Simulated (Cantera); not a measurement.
Mixture: CO : H2 : O2 : N2 : H2O = 1 : 0.14 : 0.77 : 3.93 : 0.26 (molar parts), at 4.93 atm, adiabatic and at constant pressure. Ignition delay is the time to a rise of 400 K.

Model: GRI-Mech 3.0 (53 species, 325 reactions), integrated in Cantera. The hydrogen kinetics of GRI-Mech 3.0 are dated; newer H2 mechanisms differ, most at raised pressure. Where the delays flatten at high temperature, the 400 K rule measures the pace of heat release, not the induction time.

Problem. Predict: delay at 1225 K; delay at 1375 K; delay at 1525 K; delay at 1675 K; delay at 1825 K.

Solution. 
```
Item              Result
---------------  -------
delay at 1225 K  54.6 µs
delay at 1375 K  19.1 µs
delay at 1525 K  12.0 µs
delay at 1675 K  9.43 µs
delay at 1825 K  8.41 µs
```
